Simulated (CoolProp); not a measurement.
Vapour-liquid equilibrium of R125 (1) + R134a (2) at 19.05 °C; x and y are mole fractions of (1).

Values from CoolProp's multi-fluid Helmholtz-energy mixture model, Lemmon 2005 and Tillner-Roth 1994; pair parameters Lemmon 2004.

| x | bubble pressure (bar) | y at the bubble point | dew pressure at overall composition x (bar) | liquid density (mol/L) |
|---|---|---|---|---|
| 0.05 | 5.870 | … | 5.718 | 11.95 |
| 0.15 | 6.501 | 0.253 | 6.080 | 11.77 |
| 0.25 | … | 0.386 | 6.486 | 11.59 |
| 0.35 | 7.737 | 0.500 | 6.942 | 11.40 |
| 0.45 | 8.348 | 0.598 | 7.457 | … |
| 0.55 | 8.957 | 0.686 | 8.039 | 11.04 |
| 0.65 | 9.566 | 0.765 | 8.698 | 10.85 |
| 0.75 | 10.18 | 0.838 | 9.444 | 10.67 |
| 0.85 | 10.80 | 0.905 | 10.29 | 10.48 |
| 0.95 | 11.42 | 0.969 | 11.23 | 10.29 |

Problem. What belongs in the gaps?

Solution. 
- 0.05, y at the bubble point: 0.093
- 0.25, bubble pressure (bar): 7.122
- 0.45, liquid density (mol/L): 11.22

No azeotrope shows between x = 0.05 and 0.95.

The pair parameters rest on a limited set of measurements; away from them the model extrapolates.
